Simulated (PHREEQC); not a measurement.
Consider water at 60 °C with 0.041 mol NaH2PO4, 0.17 mol NaOH and 3.4e-05 mol KCl per kg of water. Closed to the air; pH follows from the charge balance.

Equilibrium calculation in PHREEQC: ion-association model, phreeqc.dat.

The pH comes out as 11.81 and the ionic strength is 0.318 mol/kgw. The activity of water is 0.994, the specific conductance is 47600 µS/cm and the density is 0.994 g/cm³. The total alkalinity is 170 meq/kg.

```json
[
 {"species": "Na+", "molality": "0.210", "activity": "0.150", "log γ": "-0.148"},
 {"species": "OH-", "molality": "0.0956", "activity": "0.0624", "log γ": "-0.185"},
 {"species": "PO4-3", "molality": "0.0334", "activity": "0.000882", "log γ": "-1.579"},
 {"species": "HPO4-2", "molality": "0.00692", "activity": "0.00161", "log γ": "-0.633"},
 {"species": "NaHPO4-", "molality": "0.000667", "activity": "0.000470", "log γ": "-0.152"},
 {"species": "Cl-", "molality": "3.40e-5", "activity": "2.26e-5", "log γ": "-0.177"},
 {"species": "K+", "molality": "3.39e-5", "activity": "2.24e-5", "log γ": "-0.181"}
]
```

Precipitation was switched off in this run. Complexes and solids missing from the database can't appear. Away from 25 °C the constants follow the database's enthalpies or fits; those with neither stay at their 25 °C values.
